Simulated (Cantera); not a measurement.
Input: 1 mol SiH₂Cl₂, 0.025 mol HCl, 51 mol N₂, 0.005 mol Cl₂, at 825 K and 0.00500 bar.

Equilibrium computed with Cantera from the NASA thermochemical tables; the gas is ideal and each condensed phase is pure. Candidate condensed phases: NH₄Cl, Si, Si₃N₄; 28 gas species. N₂ is the only nitrogen source here; it is nearly inert below about 1500 K, so the nitride shown seldom forms there in practice. Rates play no part.

Base state: N₂ 0.964, HCl 0.0280, H₂ 0.00535, SiCl₄ 0.00272 (mole fractions); condensed: Si₃N₄(s).

**Question.** What changes in the equilibrium state with this change: 0.92 mol HF added?

**Answer.** 
```json
[
 {"species": "N₂", "before": "0.964", "after": "0.950"},
 {"species": "HCl", "before": "0.0280", "after": "0.0332"},
 {"species": "H₂", "before": "0.00535", "after": "0.0111"},
 {"species": "SiF₄", "before": "0", "after": "0.00432"},
 {"species": "SiCl₄", "before": "0.00272", "after": "0.00126"},
 {"species": "Si₃N₄(s), mol", "before": "0.286", "after": "0.234"}
]
```
